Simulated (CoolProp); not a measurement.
Vapour-liquid equilibrium of R22 (1) + R123 (2) at 0.0131 MPa; x and y are mole fractions of (1).

Values from CoolProp's multi-fluid Helmholtz-energy mixture model, Kamei 1995 and Younglove 1994; pair parameters Bell 2016.

Problem. Give the bubble temperature and the first vapour's composition at x = 0.275, 0.35, 0.65. Is there an azeotrope?

Solution. x = 0.275: 215.3 K, y = 0.947; x = 0.35: 211.3 K, y = 0.966; x = 0.65: 202.1 K, y = 0.991. No azeotrope shows between x = 0.05 and 0.95.

Pair parameters are fitted to limited data, so mixtures are less certain than the pure fluids. The gap from Raoult's law changes sign with composition, which may be real or a fault of the pair parameters; it wasn't checked against measurements.
